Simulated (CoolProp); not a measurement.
Aqueous sodium chloride as a coolant, at 36 °C, 1 atm.

Values from CoolProp's Melinder's fits for secondary coolants.

```json
[
 {"mass %": "5.5", "freezing point (°C)": "-3.4", "cp (kJ/(kg K))": "3.922", "Prandtl number": "4.97", "viscosity (mPa s)": "0.783", "conductivity (W/(m K))": "0.619"},
 {"mass %": "6.8", "freezing point (°C)": "-4.2", "cp (kJ/(kg K))": "3.868", "Prandtl number": "5.04", "viscosity (mPa s)": "0.804", "conductivity (W/(m K))": "0.617"},
 {"mass %": "8.1", "freezing point (°C)": "-5.1", "cp (kJ/(kg K))": "3.816", "Prandtl number": "5.11", "viscosity (mPa s)": "0.826", "conductivity (W/(m K))": "0.616"},
 {"mass %": "9.5", "freezing point (°C)": "-6.2", "cp (kJ/(kg K))": "3.761", "Prandtl number": "5.20", "viscosity (mPa s)": "0.850", "conductivity (W/(m K))": "0.615"},
 {"mass %": "10.8", "freezing point (°C)": "-7.2", "cp (kJ/(kg K))": "3.712", "Prandtl number": "5.29", "viscosity (mPa s)": "0.874", "conductivity (W/(m K))": "0.613"},
 {"mass %": "12.1", "freezing point (°C)": "-8.3", "cp (kJ/(kg K))": "3.666", "Prandtl number": "5.39", "viscosity (mPa s)": "0.900", "conductivity (W/(m K))": "0.612"},
 {"mass %": "13.5", "freezing point (°C)": "-9.5", "cp (kJ/(kg K))": "3.617", "Prandtl number": "5.51", "viscosity (mPa s)": "0.930", "conductivity (W/(m K))": "0.611"},
 {"mass %": "14.8", "freezing point (°C)": "-10.7", "cp (kJ/(kg K))": "3.574", "Prandtl number": "5.63", "viscosity (mPa s)": "0.960", "conductivity (W/(m K))": "0.609"},
 {"mass %": "16.2", "freezing point (°C)": "-12.1", "cp (kJ/(kg K))": "3.530", "Prandtl number": "5.78", "viscosity (mPa s)": "0.995", "conductivity (W/(m K))": "0.608"},
 {"mass %": "17.5", "freezing point (°C)": "-13.5", "cp (kJ/(kg K))": "3.491", "Prandtl number": "5.94", "viscosity (mPa s)": "1.03", "conductivity (W/(m K))": "0.606"}
]
```
